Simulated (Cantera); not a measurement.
Cantera run, input and output.

```python
import numpy as np
import cantera as ct

gas = ct.Solution("h2o2.yaml")
gas.TPX = 350, 100000, {'H2': 1, 'O2': 1, 'N2': 3.76, 'H2O': 1.6}
inlet = ct.Reservoir(gas, clone=True)
gas.equilibrate("HP")  # start burning
reactor = ct.IdealGasConstPressureReactor(gas, energy="on", clone=False)
exhaust = ct.Reservoir(gas, clone=True)
tau = [0.15, 0.071, 0.033, 0.015, 0.0071, 0.0033, 0.0015, 0.00071, 0.00033, 0.00015, 7.2e-05, 3.3e-05, 1.6e-05][0]
for a, b in ((inlet, reactor), (reactor, exhaust)):
    ct.MassFlowController(a, b, mdot=lambda t: reactor.mass / tau)
net = ct.ReactorNet([reactor])
show = ['H2', 'O2', 'H2O', 'H2O2', 'HO2', 'H', 'OH']

rows = []
print(f"{'tau/s':>10s}{'T/K':>9s}" + "".join(f"{s:>11s}" for s in show))
for tau in [0.15, 0.071, 0.033, 0.015, 0.0071, 0.0033, 0.0015, 0.00071, 0.00033, 0.00015, 7.2e-05, 3.3e-05, 1.6e-05]:
    net.initial_time = 0.0
    net.advance(30 * tau)
    before = gas.X
    net.advance(40 * tau)
    drift = np.max(np.abs(gas.X - before) / (gas.X + 1e-9))
    rows.append([gas.T, *gas[show].X, drift])
    print(f"{tau:10.3e}{gas.T:9.1f}" + "".join(f"{x:11.3e}" for x in gas[show].X))
```

It prints:

```
     tau/s      T/K         H2         O2        H2O       H2O2        HO2          H         OH
 1.500e-01   1360.9  1.905e-04  7.288e-02  3.786e-01  5.070e-07  6.185e-06  4.135e-06  3.130e-04
 7.100e-02   1359.7  3.159e-04  7.291e-02  3.784e-01  7.318e-07  9.863e-06  8.681e-06  3.961e-04
 3.300e-02   1357.6  5.301e-04  7.296e-02  3.780e-01  1.057e-06  1.557e-05  1.854e-05  5.033e-04
 1.500e-02   1354.1  9.019e-04  7.308e-02  3.775e-01  1.533e-06  2.415e-05  4.034e-05  6.420e-04
 7.100e-03   1348.8  1.491e-03  7.327e-02  3.766e-01  2.169e-06  3.527e-05  8.373e-05  8.043e-04
 3.300e-03   1340.0  2.498e-03  7.364e-02  3.752e-01  3.084e-06  4.972e-05  1.748e-04  1.001e-03
 1.500e-03   1324.7  4.286e-03  7.435e-02  3.728e-01  4.435e-06  6.762e-05  3.643e-04  1.220e-03
 7.100e-04   1299.3  7.380e-03  7.569e-02  3.687e-01  6.317e-06  8.778e-05  7.020e-04  1.388e-03
 3.300e-04   1243.9  1.490e-02  7.919e-02  3.593e-01  9.381e-06  1.177e-04  1.225e-03  1.301e-03
 1.500e-04    350.0  1.359e-01  1.359e-01  2.174e-01 -6.836e-16 -8.942e-16 -3.717e-28 -2.458e-26
 7.200e-05    350.0  1.359e-01  1.359e-01  2.174e-01  8.168e-20  1.069e-19  4.103e-32  2.705e-30
 3.300e-05    350.0  1.359e-01  1.359e-01  2.174e-01  5.160e-21  6.750e-21  2.666e-33  1.700e-31
 1.600e-05    350.0  1.359e-01  1.359e-01  2.174e-01  3.259e-22  4.264e-22  2.535e-34  1.071e-32
```

Cantera simulation using the H2/O2 subset of GRI-Mech 3.0, which has no nitrogen chemistry; the numbers are that mechanism's predictions, not measurements.
